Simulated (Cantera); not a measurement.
# Calcination and drying: MgSO4 + H2 + CO2

Input: 1 mol MgSO4, 0.21 mol H2, 6.2 mol CO2, at 100000 Pa.

Equilibrium computed with Cantera from the NASA thermochemical tables; the gas is ideal and each condensed phase is pure. Candidate condensed phases: C, C6H6, C7H8, C8H18, H2O, H2SO4, Mg, MgCO3, MgO, Mg(OH)2, MgS, MgSO4, S; 130 gas species. The numbers say what is thermodynamically allowed, not how fast it happens.

```tsv
T (K)	x CO2	x SO2	x O2	x H2O	x CO	x SO3	x OH	n MgO(s)
1423	0.795	0.127	0.0498	0.0269	5.16e-6	0.00160	1.40e-5	1.00
1523	0.795	0.127	0.0502	0.0269	2.44e-5	0.000949	3.46e-5	1.00
1623	0.794	0.128	0.0503	0.0269	9.51e-5	0.000600	7.64e-5	1.00
1723	0.794	0.128	0.0505	0.0268	0.000316	0.000400	0.000154	1.000
1823	0.793	0.128	0.0508	0.0267	0.000916	0.000280	0.000287	1.000
1923	0.791	0.128	0.0515	0.0266	0.00236	0.000204	0.000502	1.000
2023	0.786	0.127	0.0529	0.0264	0.00547	0.000154	0.000832	1.000
2123	0.778	0.127	0.0556	0.0260	0.0115	0.000122	0.00132	1.000
```
x: gas mole fraction; n: condensed amount in mol.

From 1423 K to 2123 K the condensed part is MgO(s).
